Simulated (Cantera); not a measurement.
Thermodynamics of silicon epitaxy and polysilicon growth, feed SiH4 + N2

A closed system holds: 1 mol SiH4, 260 mol N2, equilibrated at 1425 °C and 68000 Pa.

Method: chemical equilibrium by Gibbs-energy minimisation in Cantera with the NASA 1993 tables (ideal gas, pure condensed phases). Candidate condensed phases: Si, Si3N4; 18 gas species. Equilibrium is a limit: real reactors are often held back by kinetics, nucleation or transport.

The x(N2) is 0.992, the x(H2) comes out as 0.00765 and the x(H) is 1.54e-5. The n(Si3N4(s)) comes out as 0.333 mol, the gas amount is 261.3 mol and the log10 activity of Si(l) (absent) comes out as -1.77.
